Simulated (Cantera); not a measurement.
Feed: 1 mol Al, 2.3 mol HCl, 2.1 mol N2.

Points: T (K) = 700, 775, 850, 925, 1000, 1075, 1150, 1225, 1300; P (Pa) = 1, 3.2, 10, 32, 100, 320, 1000, 3200, 10000, 32000, 100000.

Cantera's Mixture.equilibrate('TP', solver="vcs", rtol=1e-11, max_steps=5000) on the NASA tables stopped like this:

```
ERROR: FAILURE its = 5001!

*******************************************************************************
CanteraError thrown by MultiPhase::equilibrate:
VCS solver failed. Return code: -1
*******************************************************************************
```

Problem. What got this run through?

Solution. This is not unique; one that fits is The failure is numerical, not chemical. The same input converged with solver="gibbs", rtol=1e-10, max_steps=50000, and the result passed a check of the equilibrium conditions:
```
    700          1  ALN(s)
    775          1  ALN(s)
    850          1  ALN(s)
    925          1  ALN(s)
   1000          1  ALN(s)
   1075          1  ALN(s)
   1150          1  ALN(s)
   1225          1  ALN(s)
   1300          1  gas only
    700        3.2  ALN(s)
    775        3.2  ALN(s)
    850        3.2  ALN(s)
    925        3.2  ALN(s)
   1000        3.2  ALN(s)
   1075        3.2  ALN(s)
   1150        3.2  ALN(s)
   1225        3.2  ALN(s)
   1300        3.2  ALN(s)
    700         10  ALN(s)
    775         10  ALN(s)
    850         10  ALN(s)
    925         10  ALN(s)
   1000         10  ALN(s)
   1075         10  ALN(s)
   1150         10  ALN(s)
   1225         10  ALN(s)
   1300         10  ALN(s)
    700         32  ALN(s)
    775         32  ALN(s)
    850         32  ALN(s)
    925         32  ALN(s)
   1000         32  ALN(s)
   1075         32  ALN(s)
   1150         32  ALN(s)
   1225         32  ALN(s)
   1300         32  ALN(s)
    700        100  ALN(s)
    775        100  ALN(s)
    850        100  ALN(s)
    925        100  ALN(s)
   1000        100  ALN(s)
   1075        100  ALN(s)
   1150        100  ALN(s)
   1225        100  ALN(s)
   1300        100  ALN(s)
    700        320  ALN(s)
    775        320  ALN(s)
    850        320  ALN(s)
    925        320  ALN(s)
   1000        320  ALN(s)
   1075        320  ALN(s)
   1150        320  ALN(s)
   1225        320  ALN(s)
   1300        320  ALN(s)
    700       1000  ALN(s)
    775       1000  ALN(s)
    850       1000  ALN(s)
    925       1000  ALN(s)
   1000       1000  ALN(s)
   1075       1000  ALN(s)
   1150       1000  ALN(s)
   1225       1000  ALN(s)
   1300       1000  ALN(s)
    700       3200  ALN(s)
    775       3200  ALN(s)
    850       3200  ALN(s)
    925       3200  ALN(s)
   1000       3200  ALN(s)
   1075       3200  ALN(s)
   1150       3200  ALN(s)
   1225       3200  ALN(s)
   1300       3200  ALN(s)
    700      1e+04  ALN(s)
    775      1e+04  ALN(s)
    850      1e+04  ALN(s)
    925      1e+04  ALN(s)
   1000      1e+04  ALN(s)
   1075      1e+04  ALN(s)
   1150      1e+04  ALN(s)
   1225      1e+04  ALN(s)
   1300      1e+04  ALN(s)
    700    3.2e+04  ALN(s)
    775    3.2e+04  ALN(s)
    850    3.2e+04  ALN(s)
    925    3.2e+04  ALN(s)
   1000    3.2e+04  ALN(s)
   1075    3.2e+04  ALN(s)
   1150    3.2e+04  ALN(s)
   1225    3.2e+04  ALN(s)
   1300    3.2e+04  ALN(s)
    700      1e+05  ALN(s)
    775      1e+05  ALN(s)
    850      1e+05  ALN(s)
    925      1e+05  ALN(s)
   1000      1e+05  ALN(s)
   1075      1e+05  ALN(s)
   1150      1e+05  ALN(s)
   1225      1e+05  ALN(s)
   1300      1e+05  ALN(s)
```

The gas is ideal and each condensed phase is pure. The tables' values for AlCl2 are old estimates.
